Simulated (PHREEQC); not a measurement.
Model water analysis in mg/L, 20 °C, pH 6.24, pe 10.6:

| constituent | mg/L |
|---|---|
| Na | 0.73 |
| K | 0.0166 |
| Ca | 1.51 |
| Mg | 1.11 |
| Cl | 3.57 |
| S(6) as SO4 | 0.36 |
| Alkalinity as HCO3 | 5.79 |
| Ba | 0.183 |
| N(5) as NO3 | 0.0424 |
| Br | 0.00621 |
| Si as SiO2 | 0.0113 |

Valence states are taken as typed.

Computed with PHREEQC (ion-association model, phreeqc.dat).

Precipitation was switched off in this run.

Q: Predict the charge-balance error.

A: charge-balance error -0.6 %.

Q: In which forms is C present?

A: CO2 58 %, HCO3- 42 % of the C.

Species that the database lacks are ignored.
